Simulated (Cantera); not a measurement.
An isothermal, constant-pressure homogeneous reactor starts with C₂H₆ : N₂ = 1 : 110 (molar parts), at 1500 K and 0.00120 bar. Integrator tolerance rtol = 1e-08.

Cantera simulation using GRI-Mech 3.0 (53 species, 325 reactions); the numbers are that mechanism's predictions, not measurements. GRI-Mech 3.0 stops at C3 and has no aromatics, soot or wall deposition, so with more carbon than oxygen in the feed, carbon stays in small species such as C2H2 where larger ones or solid carbon would form. Radical loss at walls, strong at low pressure, is not modelled.

Task: What does this change do: temperature 1500 to 1750 K?

Result: 
| quantity | before | after |
|---|---|---|
| x(C₂H₆) at 3.00 s | 1.25e-7 (gas-phase equilibrium <1e-12) | 7.87e-10 (gas-phase equilibrium <1e-12) |
| x(C₂H₂) at 3.00 s | 0.00830 (gas-phase equilibrium 0.00103) | 0.00870 (gas-phase equilibrium 0.000760) |
| x(C₂H) at 3.00 s | 6.65e-8 (gas-phase equilibrium 7.49e-9) | 7.73e-7 (gas-phase equilibrium 2.75e-7) |
| x(CH₄) at 3.00 s | 0.000966 (gas-phase equilibrium 7.67e-8) | 0.000157 (gas-phase equilibrium 6.34e-9) |
| x(H₂) at 3.00 s | 0.0161 (gas-phase equilibrium 0.0177) | 0.0173 (gas-phase equilibrium 0.0173) |
| x(CH₃) at 3.00 s | 8.05e-5 (gas-phase equilibrium 5.97e-9) | 3.95e-5 (gas-phase equilibrium 6.60e-9) |

Task: What does this change do: pressure from 0.00120 bar to 0.0270 bar?

Result: 
| quantity | before | after |
|---|---|---|
| x(C₂H₆) at 3.00 s | 1.25e-7 (gas-phase equilibrium <1e-12) | 1.54e-7 (gas-phase equilibrium <1e-12) |
| x(C₂H₂) at 3.00 s | 0.00830 (gas-phase equilibrium 0.00103) | 0.00822 (gas-phase equilibrium 0.00103) |
| x(C₂H) at 3.00 s | 6.65e-8 (gas-phase equilibrium 7.49e-9) | 1.01e-8 (gas-phase equilibrium 1.58e-9) |
| x(CH₄) at 3.00 s | 0.000966 (gas-phase equilibrium 7.67e-8) | 0.00126 (gas-phase equilibrium 1.73e-6) |
| x(H₂) at 3.00 s | 0.0161 (gas-phase equilibrium 0.0177) | 0.0158 (gas-phase equilibrium 0.0177) |
| x(CH₃) at 3.00 s | 8.05e-5 (gas-phase equilibrium 5.97e-9) | 1.65e-5 (gas-phase equilibrium 2.84e-8) |
